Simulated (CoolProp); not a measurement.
Vapour-liquid equilibrium of propylene (1) + R115 (2) at 266.1 K; x and y are mole fractions of (1).

The numbers come from the multi-fluid Helmholtz-energy mixture model, Lemmon 2013 and Lemmon 2016; pair parameters Bell 2016 in CoolProp.

**Question.** Give the bubble pressure and the first vapour's composition at x = 0.65, 0.725, 0.875. Is there an azeotrope?

**Answer.** x = 0.65: 0.5196 MPa, y = 0.670; x = 0.725: 0.5202 MPa, y = 0.716; x = 0.875: 0.5074 MPa, y = 0.833. y crosses x between x = 0.65 and 0.725: the model has an azeotrope there.

Pair parameters are fitted to limited data, so mixtures are less certain than the pure fluids.
